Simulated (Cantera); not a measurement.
A closed system holds: 1 mol CuO, 1.6 mol CH4, 0.62 mol CO, held at 13.0 Pa.

Equilibrium computed with Cantera from the NASA thermochemical tables; the gas is ideal and each condensed phase is pure. Candidate condensed phases: C, C6H6, C7H8, C8H18, Cu, CuO, Cu(OH)2, Cu2O, H2O; 113 gas species. The numbers say what is thermodynamically allowed, not how fast it happens.

x: gas mole fraction; n: condensed amount in mol.

| T (°C) | x H2 | x CO | x Cu | x H | x C2H2 (acetylene) | x Cu2 | x CO2 | n C(graphite) | n Cu(s) | n Cu(l) |
|---|---|---|---|---|---|---|---|---|---|---|
| 650 | 0.664 | 0.336 | 4.22e-9 | 1.75e-8 | 7.91e-11 | <1e-12 | 4.63e-5 | 0.600 | 1.00 | 0 |
| 750 | 0.664 | 0.336 | 2.96e-7 | 2.96e-7 | 1.39e-9 | <1e-12 | 5.25e-6 | 0.600 | 1.000 | 0 |
| 850 | 0.664 | 0.336 | 9.64e-6 | 3.04e-6 | 1.46e-8 | 1.05e-10 | 8.87e-7 | 0.600 | 1.000 | 0 |
| 950 | 0.664 | 0.336 | ___ | ___ | ___ | ___ | ___ | 0.600 | 0.999 | 0 |
| 1050 | 0.662 | 0.335 | 0.00206 | 0.000113 | 5.47e-7 | 2.11e-7 | 5.78e-8 | 0.600 | 0.990 | 0 |
| 1150 | 0.653 | 0.331 | 0.0161 | 0.000471 | 2.24e-6 | 3.72e-6 | 1.94e-8 | 0.600 | 0 | 0.921 |
| 1250 | ___ | ___ | ___ | ___ | ___ | ___ | ___ | 0.600 | 0 | ___ |
| 1350 | 0.546 | 0.278 | 0.171 | 0.00448 | 1.90e-5 | 5.58e-5 | 2.45e-9 | 0.600 | 0 | 0 |
| 1450 | 0.541 | 0.277 | 0.171 | 0.0118 | 4.89e-5 | 2.40e-5 | 1.21e-9 | 0.599 | 0 | 0 |
| 1550 | 0.528 | 0.275 | 0.169 | 0.0276 | 0.000112 | 1.12e-5 | 6.38e-10 | 0.599 | 0 | 0 |

**Question.** Some entries are withheld; supply them.

**Answer.** 
- 950, x Cu: 0.000176
- 950, x H: 2.15e-5
- 950, x C2H2 (acetylene): 1.04e-7
- 950, x Cu2: 6.50e-9
- 950, x CO2: 2.02e-7
- 1250, x H2: 0.601
- 1250, x CO: 0.305
- 1250, x Cu: 0.0926
- 1250, x H: 0.00157
- 1250, x C2H2 (acetylene): 7.10e-6
- 1250, x Cu2: 4.20e-5
- 1250, x CO2: 6.56e-9
- 1250, n Cu(l): 0.507
